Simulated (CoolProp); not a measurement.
Saturation properties of tetradecamethylhexasiloxane (MD4M).

The numbers come from the reference Helmholtz-energy equation of state, Thol 2019 in CoolProp.

| T (°C) | p (MPa) | liquid density (kg/m³) | vapour density (kg/m³) | enthalpy of vaporisation (kJ/kg) | liquid cp (kJ/(kg K)) |
|---|---|---|---|---|---|
| 143.35 | 0.002779 | 770.2 | 0.3713 | 135.5 | 1.971 |
| 157.45 | 0.004987 | 755.6 | 0.6476 | 131.1 | 1.999 |
| 171.45 | 0.008467 | 740.9 | 1.072 | 126.7 | 2.026 |
| 185.55 | 0.01378 | 725.7 | 1.706 | 122.2 | 2.054 |
| 199.65 | 0.02154 | 710.2 | 2.617 | 117.7 | 2.081 |
| 213.65 | 0.03240 | 694.3 | 3.878 | 113.2 | 2.108 |
| 227.75 | 0.04735 | 677.8 | 5.608 | 108.5 | 2.136 |
| 241.85 | 0.06728 | 660.7 | 7.926 | 103.7 | 2.164 |
| 255.85 | 0.09305 | 642.9 | 10.96 | 98.69 | 2.193 |
| 269.95 | 0.1262 | 624.1 | 14.97 | 93.43 | 2.223 |

It boils at 259.7 °C under 1 atm.
